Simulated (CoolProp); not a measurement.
Vapour pressure (MPa) of C3F8 (R218): the reference equation beside estimates from Tc = 71.9 °C, pc = 2.640 MPa, ω = 0.317.

Computed with CoolProp (reference Helmholtz-energy equation of state, Lemmon 2006). It is a short technical equation, of lower accuracy than the large ones.

```json
[
 {"T (°C)": "-87.85", "reference": "0.004598", "Soave-Redlich-Kwong": "0.004543", "Peng-Robinson": "0.004813"},
 {"T (°C)": "-83.45", "reference": "0.006498", "Soave-Redlich-Kwong": "0.006421", "Peng-Robinson": "0.006751"},
 {"T (°C)": "-79.05", "reference": "0.009013", "Soave-Redlich-Kwong": "0.008910", "Peng-Robinson": "0.009302"},
 {"T (°C)": "-74.65", "reference": "0.01229", "Soave-Redlich-Kwong": "0.01215", "Peng-Robinson": "0.01261"},
 {"T (°C)": "-70.35", "reference": "0.01638", "Soave-Redlich-Kwong": "0.01621", "Peng-Robinson": "0.01672"},
 {"T (°C)": "-65.95", "reference": "0.02166", "Soave-Redlich-Kwong": "0.02145", "Peng-Robinson": "0.02200"},
 {"T (°C)": "-61.55", "reference": "0.02824", "Soave-Redlich-Kwong": "0.02800", "Peng-Robinson": "0.02858"},
 {"T (°C)": "-57.15", "reference": "0.03635", "Soave-Redlich-Kwong": "0.03608", "Peng-Robinson": "0.03666"},
 {"T (°C)": "-52.75", "reference": "0.04624", "Soave-Redlich-Kwong": "0.04594", "Peng-Robinson": "0.04650"},
 {"T (°C)": "-48.35", "reference": "0.05817", "Soave-Redlich-Kwong": "0.05785", "Peng-Robinson": "0.05834"},
 {"T (°C)": "-43.95", "reference": "0.07241", "Soave-Redlich-Kwong": "0.07210", "Peng-Robinson": "0.07247"},
 {"T (°C)": "-39.65", "reference": "0.08886", "Soave-Redlich-Kwong": "0.08858", "Peng-Robinson": "0.08878"}
]
```

Absolute difference from the reference over all 12 rows, mean and median: Soave-Redlich-Kwong 0.9 and 0.9 %, Peng-Robinson 1.8 and 1.4 %.
